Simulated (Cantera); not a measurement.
Charge: 1 mol CH3Cl, 0.21 mol F2, 10 mol H2, equilibrated at 2.20 Pa.

These are equilibrium values from Cantera (NASA tables, ideal gas, pure condensed phases), not measurements of a reactor. Candidate condensed phases: C, C6H6, C7H8, C8H18; 118 gas species. Kinetics and transport are ignored.

### Question
Which condensed phases are stable at each of these points (T (°C)): 2127, 2277, 2427, 2577, 2727, 2877, 3027?

### Answer
```
T (°C)  condensed phases  C condensed (%)
------  ----------------  ---------------
2127         C(graphite)             60.1
2277            gas only              0.0
2427            gas only              0.0
2577            gas only              0.0
2727            gas only              0.0
2877            gas only              0.0
3027            gas only              0.0
```

At 2127 °C the condensed part is C(graphite). From 2277 °C to 3027 °C nothing is condensed.
